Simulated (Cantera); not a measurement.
Standard-state values (1 bar) from the NASA 1993 polynomials, evaluated with Cantera. Values are per mole of reaction as written; species without (g) are pure solids or liquids, kept so even where they would boil at 1 bar.

CaO + N2O(g) ⇌ 2 NO(g) + Ca(g), with ΔH° = 913.8 kJ and ΔS° = 318.1 J/K at 300 K.

**Question.** How far is the shortcut ΔG° ≈ ΔH°(300 K) − T·ΔS°(300 K) from the full temperature-dependent value at 2273, 2323, 2373, 2423, 2473, 2523, 2573 K?

**Answer.** 
```
T (K)  shortcut (kJ)  full (kJ)  difference (kJ)  difference in log10 K
-----  -------------  ---------  ---------------  ---------------------
2273           190.7      229.3            -38.5                   0.89
2323           174.8      215.1            -40.3                   0.91
2373           158.9      201.0            -42.1                   0.93
2423           143.0      186.9            -43.9                   0.95
2473           127.1      172.8            -45.7                   0.97
2523           111.2      158.8            -47.6                   0.98
2573            95.3      144.7            -49.4                   1.00
```
The shortcut ignores the heat-capacity change of the reaction.
